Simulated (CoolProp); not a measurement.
Vapour-liquid equilibrium of R227EA (1) + isobutane (2) at 318.8 K; x and y are mole fractions of (1).

Model: multi-fluid Helmholtz-energy mixture model, Lemmon 2016 and Bücker 2006; pair parameters Bell 2016, in CoolProp.

```
x     bubble pressure, mixture model (kPa)  bubble pressure, Raoult's law (kPa)  y, mixture model  y, Raoult's law
----  ------------------------------------  -----------------------------------  ----------------  ---------------
0.05                                   [?]                                624.7             0.148            0.065
0.2                                  865.6                                655.2               [?]            0.250
0.35                                 938.9                                685.7               [?]            0.418
0.5                                    [?]                                716.3             0.547            0.571
0.65                                   [?]                                746.8               [?]            0.712
0.8                                  946.2                                777.4             0.740            0.842
0.95                                   [?]                                807.9             0.915            0.962
```

Task: Complete the blanks.

Result: 
- 0.05, bubble pressure, mixture model (kPa): 704.1
- 0.2, y, mixture model: 0.364
- 0.35, y, mixture model: 0.469
- 0.5, bubble pressure, mixture model (kPa): 971.5
- 0.65, bubble pressure, mixture model (kPa): 976.1
- 0.65, y, mixture model: 0.630
- 0.95, bubble pressure, mixture model (kPa): 862.5

The largest gap from Raoult's law is +36.9 % in bubble pressure, at x = 0.35. y crosses x between x = 0.5 and 0.65: the model has an azeotrope there.

Pair parameters are fitted to limited data, so mixtures are less certain than the pure fluids.
